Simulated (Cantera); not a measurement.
# Adiabatic ignition

An adiabatic, constant-pressure homogeneous reactor starts with H2 : O2 : N2 = 1 : 0.685 : 2.58 (molar parts), equivalence ratio 0.73, at 1275 K and 770000 Pa.

Cantera simulation using the H2/O2 subset of GRI-Mech 3.0, which has no nitrogen chemistry; the numbers are that mechanism's predictions, not measurements. The hydrogen kinetics of GRI-Mech 3.0 are dated; newer H2 mechanisms differ, most at raised pressure.

```tsv
t (s)	T (K)	x H2	x O2	x O	x OH	x HO2	x H2O2	x H
4.00e-6	1276	0.234	0.160	7.52e-6	4.97e-6	6.49e-5	1.06e-6	3.77e-5
1.34e-5	2730	0.00926	0.0464	0.00433	0.0208	2.23e-5	1.56e-6	0.00302
4.47e-5	2758	0.00760	0.0463	0.00358	0.0193	2.20e-5	1.70e-6	0.00223
0.000150	2758	0.00760	0.0463	0.00358	0.0193	2.20e-5	1.70e-6	0.00223
0.000500	2758	0.00760	0.0463	0.00358	0.0193	2.20e-5	1.70e-6	0.00223
0.00167	2758	0.00760	0.0463	0.00358	0.0193	2.20e-5	1.70e-6	0.00223
0.00560	2758	0.00760	0.0463	0.00358	0.0193	2.20e-5	1.70e-6	0.00223
0.0187	2758	0.00760	0.0463	0.00358	0.0193	2.20e-5	1.70e-6	0.00223
0.0626	2758	0.00760	0.0463	0.00358	0.0193	2.20e-5	1.70e-6	0.00223
0.209	2758	0.00760	0.0463	0.00358	0.0193	2.20e-5	1.70e-6	0.00223
0.700	2758	0.00760	0.0463	0.00358	0.0193	2.20e-5	1.70e-6	0.00223
```
x: mole fraction; the columns are a selection and need not sum to one.

- time of steepest temperature rise = 6.72 µs
- temperature at 0.700 s = 2758 K
- equilibrium temperature = 2758 K
- x(H2) at 0.700 s = 0.00760 (gas-phase equilibrium 0.00760)
- x(O2) at 0.700 s = 0.0463 (gas-phase equilibrium 0.0463)
- x(O) at 0.700 s = 0.00358 (gas-phase equilibrium 0.00358)
